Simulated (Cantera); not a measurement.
Input (Python, Cantera) and output of one run.

```python
import numpy as np
import cantera as ct

gas_names = [...]  # 110 gases of nasa_gas.yaml made of C, H, O
cond_names = """
    C(gr) C6H6(L) C7H8(L) C8H18(L),n-octa H2O(s) H2O(L)
""".split()


# ... load() reads the species with a 1 bar reference pressure and builds the phases ...
atoms = {
    'CH4': {'C': 1, 'H': 4},
    'H2': {'H': 2},
    'CO2': {'C': 1, 'O': 2},
}
top_T = {'C(gr)': 4500}  # K; cautious upper limits of use, not melting points


# ... equilibrate(T, P, feed) seeds the gas with the atoms and calls Mixture.equilibrate('TP', solver="vcs", rtol=1e-11, max_steps=5000) ...
results = []
feed = {'CH4': 1, 'H2': 19, 'CO2': 3.1}  # mol
T = 1150  # K
P = 101325  # Pa
mix = equilibrate(T, P, feed)
results.append((T, P, feed, dict(zip(mix.species_names, mix.species_moles))))
print(gas.report(threshold=1e-06))
for i in range(1, mix.n_phases):
    print(f"{mix.phase(i).name:16s} {mix.phase_moles(i):12.5e} mol")
```

Output:

```
       temperature   1150 K
          pressure   1.0132e+05 Pa
           density   0.080711 kg/m^3
  mean mol. weight   7.6164 kg/kmol
   phase of matter   gas

                          1 kg             1 kmol
                     ---------------   ---------------
          enthalpy       -1.6877e+06       -1.2854e+07  J
   internal energy       -2.9431e+06       -2.2416e+07  J
           entropy             25373        1.9325e+05  J/K
    Gibbs function       -3.0867e+07       -2.3509e+08  J
 heat capacity c_p            4276.5             32571  J/K
 heat capacity c_v            3184.8             24257  J/K

                      mass frac. Y      mole frac. X     chem. pot. / RT
                     ---------------   ---------------   ---------------
               CH4         0.0021851         0.0010374           -40.563
                CO           0.55374           0.15057           -39.418
               CO2          0.069783          0.012077           -74.515
                H2            0.2021           0.76351           -18.121
               H2O           0.17219          0.072799           -53.217
     [ +105 minor]        3.1895e-07        1.3976e-07

C(gr)             0.00000e+00 mol
```

Equilibrium computed with Cantera from the NASA thermochemical tables; the gas is ideal and each condensed phase is pure.
